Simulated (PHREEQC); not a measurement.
A made-up water analysis in mg/L, 84 °C, pH 6.85, pe 2.1:

```tsv
constituent	mg/L
Na	6.43
K	1.3
Ca	16.3
Mg	3.21
Cl	3.49
S(6) as SO4	8.59
Alkalinity as HCO3	67.2
Si as SiO2	0.0143
Li	0.00315
B	0.0892
```

Valence states are taken as typed.

Equilibrium calculation in PHREEQC: ion-association model, phreeqc.dat.

The ionic strength comes out as 0.00195 mol/kgw, the specific conductance comes out as 362 µS/cm and the charge-balance error comes out as 0.5 %.

| species | molality | activity | log γ |
|---|---|---|---|
| HCO3- | 0.00109 | 0.00103 | -0.024 |
| Ca+2 | 0.000393 | 0.000316 | -0.094 |
| CO2 | 0.000327 | 0.000327 | 0.000 |
| Na+ | 0.000279 | 0.000264 | -0.024 |
| Mg+2 | 0.000124 | 0.000100 | -0.094 |
| Cl- | 9.84e-5 | 9.31e-5 | -0.024 |
| SO4-2 | 7.88e-5 | 6.34e-5 | -0.095 |

Precipitation was switched off in this run. Species that the database lacks are ignored. Constants without temperature data keep their 25 °C values here.
